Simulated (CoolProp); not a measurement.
Vapour-liquid equilibrium of methanol (1) + benzene (2) at 6.05 bar; x and y are mole fractions of (1).

Model: multi-fluid Helmholtz-energy mixture model, de Reuck 1993 and Thol 2012; pair parameters Bell 2016, in CoolProp.

Give the bubble temperature and the first vapour's composition at x = 0.05, 0.35, 0.95. Is there an azeotrope?

x = 0.05: 411.9 K, y = 0.238; x = 0.35: 391.8 K, y = 0.580; x = 0.95: 390.3 K, y = 0.933. y crosses x between x = 0.65 and 0.8: the model has an azeotrope there.

The pair parameters rest on a limited set of measurements; away from them the model extrapolates.
